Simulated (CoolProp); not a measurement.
Vapour-liquid equilibrium of n-heptane (1) + p-xylene (2) at 310.3 K; x and y are mole fractions of (1).

The numbers come from the multi-fluid Helmholtz-energy mixture model, Span 2003 and Zhou 2012; pair parameters Bell 2016 in CoolProp.

| x | bubble pressure (MPa) | y at the bubble point | dew pressure at overall composition x (MPa) | liquid density (mol/L) |
|---|---|---|---|---|
| 0.05 | 0.002922 | 0.254 | 0.002394 | 7.896 |
| 0.125 | 0.003780 | 0.465 | 0.002565 | 7.788 |
| 0.2 | 0.004552 | 0.590 | 0.002762 | 7.682 |
| 0.275 | 0.005258 | 0.674 | 0.002991 | 7.578 |
| 0.35 | 0.005913 | 0.735 | 0.003261 | 7.476 |
| 0.425 | 0.006529 | 0.783 | 0.003581 | 7.376 |
| 0.5 | 0.007116 | 0.823 | 0.003969 | 7.279 |
| 0.575 | 0.007684 | 0.857 | 0.004445 | 7.183 |
| 0.65 | 0.008241 | 0.886 | 0.005040 | 7.090 |
| 0.725 | 0.008792 | 0.914 | 0.005795 | 6.998 |
| 0.8 | 0.009344 | 0.939 | 0.006768 | 6.909 |
| 0.875 | 0.009900 | 0.962 | 0.008022 | 6.821 |
| 0.95 | 0.01047 | 0.985 | 0.009606 | 6.735 |

No azeotrope shows between x = 0.05 and 0.95.

The pair parameters rest on a limited set of measurements; away from them the model extrapolates.
